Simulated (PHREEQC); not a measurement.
Acid mine or pickling water: an equilibrium model

Model water analysis in mmol/kgw, 20 °C, pH 3.45, pe 8.3: Na 9.68; K 3.1; Ca 1.98; Mg 0.265; Cl 5.15; S(6) 6.56; F 0.3; Zn 0.00232; Mn(2) 0.523; Fe(3) 0.0682.

Cl is adjusted to close the charge balance.
Valence states are taken as typed.

The numbers come from PHREEQC with the ion-association model, phreeqc.dat.

The ionic strength is 0.0250 mol/kgw, the specific conductance is 1860 µS/cm and the total alkalinity comes out as -0.702 meq/kg.

```
species  molality  activity   log γ
-------  --------  --------  ------
Na+       0.00954   0.00823  -0.064
Cl-       0.00567   0.00486  -0.067
SO4-2     0.00560   0.00311  -0.255
K+        0.00304   0.00260  -0.067
Ca+2      0.00153  0.000857  -0.250
CaSO4    0.000454  0.000457   0.003
Mn+2     0.000403  0.000230  -0.244
H+       0.000402  0.000355  -0.055
Mg+2     0.000194  0.000111  -0.244
```

Precipitation was switched off in this run. Examples of supersaturated solids here: Jarosite-K, Hematite (slow to form). Others may be too. Fluoro complexes past AlF4- and FeF3 are missing from the database.
